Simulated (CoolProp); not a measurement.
Vapour-liquid equilibrium of toluene (1) + n-dodecane (2) at 34.8 kPa; x and y are mole fractions of (1).

The numbers come from the multi-fluid Helmholtz-energy mixture model, Lemmon 2006 and Lemmon 2004; pair parameters Bell 2016 in CoolProp.

| x | bubble temperature, mixture model (K) | bubble temperature, Raoult's law (K) | y, mixture model | y, Raoult's law |
|---|---|---|---|---|
| 0.05 | 435.1 | 430.6 | 0.375 | 0.466 |
| 0.15 | 411.5 | 406.4 | 0.751 | 0.797 |
| 0.25 | 394.4 | 391.4 | 0.888 | 0.901 |
| 0.35 | 382.4 | 381.1 | 0.942 | 0.945 |
| 0.45 | 373.7 | 373.4 | 0.967 | 0.968 |
| 0.55 | 367.2 | 367.3 | 0.980 | 0.980 |
| 0.65 | 362.2 | 362.3 | 0.988 | 0.988 |
| 0.75 | 358.1 | 358.2 | 0.993 | 0.993 |
| 0.85 | 354.6 | 354.6 | 0.996 | 0.997 |
| 0.95 | 351.4 | 351.4 | 0.999 | 0.999 |

The largest gap from Raoult's law is +5.1 K in bubble temperature, at x = 0.15. No azeotrope shows between x = 0.05 and 0.95.

Pair parameters are fitted to limited data, so mixtures are less certain than the pure fluids. The gap from Raoult's law changes sign with composition, which may be real or a fault of the pair parameters; it wasn't checked against measurements.
